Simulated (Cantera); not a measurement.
Input (Python, Cantera):

```python
import numpy as np
import cantera as ct

gas = ct.Solution("gri30.yaml")
gas.TPX = 1350, 400000, {'CO': 0.0033, 'O2': 0.0028, 'H2O': 0.054, 'N2': 4}
reactor = ct.IdealGasConstPressureReactor(gas, energy="off", clone=False)
net = ct.ReactorNet([reactor])
net.rtol, net.atol = 1e-08, 1e-18
show = ['CO', 'O2', 'H2O', 'H2O2', 'H', 'OH', 'NO2']
times = np.geomspace(1e-05, 200, 11)

steps = ct.SolutionArray(gas, extra=["t"])
rows = []
print(f"{'t/s':>10s}{'T/K':>9s}{'P/Pa':>11s}" + "".join(f"{s:>11s}" for s in show))
for t in times:
    while net.time < t:
        t_next = net.step()
        steps.append(gas.state, t=t_next)
    rows.append([np.interp(t, steps.t, y) for y in (steps.T, steps.P, *steps(*show).X.T)])
    print(f"{t:10.3e}{rows[-1][0]:9.1f}{rows[-1][1]:11.4g}" + "".join(f"{x:11.3e}" for x in rows[-1][2:]))
rate = np.gradient(steps.T, steps.t)
print("integrator steps:", len(steps.t))
if steps.T.max() > steps.T[0] + 200:
    print(f"time of steepest temperature rise: {steps.t[rate.argmax()]:.4e} s")
gas.TPX = 1350, 400000, {'CO': 0.0033, 'O2': 0.0028, 'H2O': 0.054, 'N2': 4}
gas.equilibrate("TP")
print(f"equilibrium (TP): T = {gas.T:.1f} K  " + "  ".join(f"{s} {gas[s].X[0]:.3e}" for s in show))
```

Result:

```
       t/s      T/K       P/Pa         CO         O2        H2O       H2O2          H         OH        NO2
 1.000e-05   1350.0      4e+05  8.128e-04  6.896e-04  1.330e-02  2.497e-15  3.117e-13  5.931e-12  4.175e-28
 5.372e-05   1350.0      4e+05  8.128e-04  6.896e-04  1.330e-02  2.644e-14  8.117e-12  5.676e-11  1.324e-25
 2.885e-04   1350.0      4e+05  8.128e-04  6.896e-04  1.330e-02  1.734e-13  1.410e-10  6.141e-10  5.779e-23
 1.550e-03   1350.0      4e+05  8.127e-04  6.896e-04  1.330e-02  8.307e-12  9.799e-09  4.040e-08  5.278e-19
 8.326e-03   1350.0      4e+05  1.536e-04  4.065e-04  1.318e-02  2.986e-08  1.417e-05  2.996e-05  2.301e-11
 4.472e-02   1350.0      4e+05  2.192e-06  2.856e-04  1.330e-02  1.873e-09  1.818e-07  6.737e-06  1.761e-10
 2.402e-01   1350.0      4e+05  7.113e-08  2.830e-04  1.330e-02  1.880e-10  4.242e-09  2.101e-06  1.050e-10
 1.290e+00   1350.0      4e+05  1.225e-08  2.831e-04  1.330e-02  4.363e-11  4.601e-10  1.008e-06  3.742e-11
 6.931e+00   1350.0      4e+05  9.753e-09  2.831e-04  1.331e-02  3.552e-11  3.419e-10  9.092e-07  3.245e-11
 3.723e+01   1350.0      4e+05  9.753e-09  2.831e-04  1.331e-02  3.552e-11  3.419e-10  9.092e-07  3.288e-11
 2.000e+02   1350.0      4e+05  9.753e-09  2.831e-04  1.331e-02  3.552e-11  3.419e-10  9.092e-07  3.520e-11
integrator steps: 1341
equilibrium (TP): T = 1350.0 K  CO 9.947e-09  O2 2.722e-04  H2O 1.331e-02  H2O2 3.483e-11  H 3.453e-10  OH 9.003e-07  NO2 1.402e-08
```

Model: GRI-Mech 3.0 (53 species, 325 reactions), integrated in Cantera.
